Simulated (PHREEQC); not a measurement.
0.3 g of hydrous ferric oxide (600 m²/g; 0.2 weak and 0.005 strong sites per Fe, Dzombak-Morel constants, diffuse double layer) in 1 kg of water with 0.05 mol/kgw of an inert sodium salt, at 25 °C; the pH is set by adding NaOH or the inert anion's acid. Oxygen alone is held at its pressure in air (log pO2 = -0.68). The system is closed to CO2. Precipitation was switched off in this run.

Base run: PHREEQC, ion-association model, wateq4f.dat. Each further column changes one thing. The table gives surface charge σ (C/m²).

```csv
pH,base,background salt from 0.05 to 0.005 mol/kgw,oxide from 0.3 to 1.5 g/kgw,0.00026 mol/kgw MgCl2 added
3,0.357,0.304,0.357,0.357
3.75,0.317,[?],0.318,0.318
4.88,0.194,[?],0.195,0.195
5.62,0.119,[?],0.119,0.120
6.38,0.064,0.026,0.064,0.065
7.12,0.030,[?],0.030,0.030
8.25,-0.004,[?],-0.004,0.005
9,-0.026,[?],-0.026,-0.004
```

Q: What belongs in the gaps?

A: 
- 3.75, background salt from 0.05 to 0.005 mol/kgw: 0.213
- 4.88, background salt from 0.05 to 0.005 mol/kgw: 0.099
- 5.62, background salt from 0.05 to 0.005 mol/kgw: 0.054
- 7.12, background salt from 0.05 to 0.005 mol/kgw: 0.011
- 8.25, background salt from 0.05 to 0.005 mol/kgw: -0.001
- 9, background salt from 0.05 to 0.005 mol/kgw: -0.009

The oxide is taken as insoluble; below pH 4 it would dissolve.
